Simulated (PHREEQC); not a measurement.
Consider water at 25 °C with 0.015 mol NH4Cl per kg of water. Closed to the air; pH follows from the charge balance.

The numbers come from PHREEQC with the ion-association model, wateq4f.dat.

This is a speciation only: nothing precipitates in the calculation.

Problem. What pH does the model give?

Solution. pH 5.58.

Species that the database lacks are ignored.
